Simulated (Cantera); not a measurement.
An isothermal, constant-pressure homogeneous reactor starts with 1.86 % CH4, 98.1 % H2, 0.0471 % N2, at 2500 K and 0.0326 atm.

Computed with Cantera and GRI-Mech 3.0 (53 species, 325 reactions). GRI-Mech 3.0 stops at C3 and has no aromatics, soot or wall deposition, so with more carbon than oxygen in the feed, carbon stays in small species such as C2H2 where larger ones or solid carbon would form. Radical loss at walls, strong at low pressure, is not modelled.

Task: Predict: x(CH4) at 90.0 s; x(H2) at 90.0 s; x(C2H) at 90.0 s; x(C2H4) at 90.0 s; x(CH3) at 90.0 s; x(HCN) at 90.0 s; x(C2H2) at 90.0 s.

Result: 
```
Property                                              Result
-----------------  -----------------------------------------
x(CH4) at 90.0 s     3.40e-6 (gas-phase equilibrium 3.42e-6)
x(H2) at 90.0 s          0.862 (gas-phase equilibrium 0.862)
x(C2H) at 90.0 s     8.84e-5 (gas-phase equilibrium 8.73e-5)
x(C2H4) at 90.0 s    1.69e-7 (gas-phase equilibrium 1.67e-7)
x(CH3) at 90.0 s     9.12e-6 (gas-phase equilibrium 9.17e-6)
x(HCN) at 90.0 s   0.000474 (gas-phase equilibrium 0.000691)
x(C2H2) at 90.0 s    0.00822 (gas-phase equilibrium 0.00811)
```
